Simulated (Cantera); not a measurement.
Cantera run, input and output.

```python
import numpy as np
import cantera as ct

gas = ct.Solution("h2o2.yaml")
gas.TPX = 575, 220000, {'H2': 1, 'O2': 0.417, 'N2': 1.62}
flame = ct.FreeFlame(gas, width=0.023)
flame.set_refine_criteria(ratio=3, slope=0.08, curve=0.16)
flame.transport_model = "mixture-averaged"
flame.solve(loglevel=0, auto=True)
flame.transport_model = "multicomponent"
flame.soret_enabled = False
flame.solve(loglevel=0, refine_grid=True)
z, T = flame.grid, flame.T
thick = (T[-1] - T[0]) / np.gradient(T, z).max()
show = ['H2', 'O2', 'H', 'HO2', 'OH', 'H2O2']
print(f"laminar burning velocity  {flame.velocity[0] * 100:.3f} cm/s")
print(f"burnt temperature         {T[-1]:.1f} K")
print(f"thermal thickness         {thick * 1e3:.4f} mm")
print(f"grid points               {len(z)}")
z0 = z[flame.heat_release_rate.argmax()]
print(f"{'z/mm':>9s}{'T/K':>9s}{'u/(m/s)':>9s}" + "".join(f"{s:>11s}" for s in show))
rows = []
for k in (-3, -2, -1.5, -1, -0.5, -0.25, 0, 0.25, 0.5, 1, 2, 4, 8):
    zz = z0 + k * thick
    rows.append([k * thick, np.interp(zz, z, T), np.interp(zz, z, flame.velocity),
                 *(np.interp(zz, z, flame.X[gas.species_index(s)]) for s in show)])
    print(f"{rows[-1][0] * 1e3:9.3f}{rows[-1][1]:9.1f}{rows[-1][2]:9.3f}" + "".join(f"{x:11.3e}" for x in rows[-1][3:]))
```

Result:

```
laminar burning velocity  755.713 cm/s
burnt temperature         2533.9 K
thermal thickness         0.1652 mm
grid points               123
     z/mm      T/K  u/(m/s)         H2         O2          H        HO2         OH       H2O2
   -0.496    575.0    7.557  3.293e-01  1.373e-01  8.756e-17  2.190e-13  4.858e-17  1.145e-15
   -0.330    575.0    7.557  3.293e-01  1.373e-01  3.019e-14  3.655e-11  1.452e-14  1.371e-13
   -0.248    575.0    7.557  3.293e-01  1.373e-01  3.140e-12  1.798e-09  7.724e-13  7.073e-12
   -0.165    575.0    7.557  3.292e-01  1.373e-01  4.194e-09  3.148e-07  1.425e-10  1.434e-09
   -0.083    594.6    7.769  3.244e-01  1.376e-01  8.960e-05  3.181e-04  4.546e-05  6.071e-06
   -0.041    849.4   10.805  2.875e-01  1.309e-01  5.534e-03  3.742e-04  1.055e-03  3.563e-05
    0.000   1321.3   16.209  1.844e-01  9.000e-02  3.417e-02  1.561e-04  3.959e-03  8.910e-06
    0.041   1645.4   19.888  9.847e-02  3.641e-02  5.684e-02  5.743e-05  9.937e-03  3.365e-06
    0.083   1802.1   21.623  7.565e-02  1.837e-02  5.667e-02  2.662e-05  1.340e-02  2.025e-06
    0.165   1961.0   23.304  7.174e-02  1.202e-02  4.611e-02  1.522e-05  1.539e-02  1.128e-06
    0.330   2119.6   24.913  7.121e-02  8.722e-03  3.360e-02  9.486e-06  1.561e-02  6.462e-07
    0.661   2263.3   26.322  6.931e-02  5.761e-03  2.295e-02  5.525e-06  1.426e-02  4.103e-07
    1.321   2378.9   27.418  6.670e-02  3.373e-03  1.495e-02  2.971e-06  1.174e-02  2.777e-07
```

Detailed kinetics in Cantera: the H2/O2 subset of GRI-Mech 3.0, which has no nitrogen chemistry. The hydrogen kinetics of GRI-Mech 3.0 are dated; newer H2 mechanisms differ, most at raised pressure. Burning velocities carry a grid error of a few per cent, more on coarse grids.
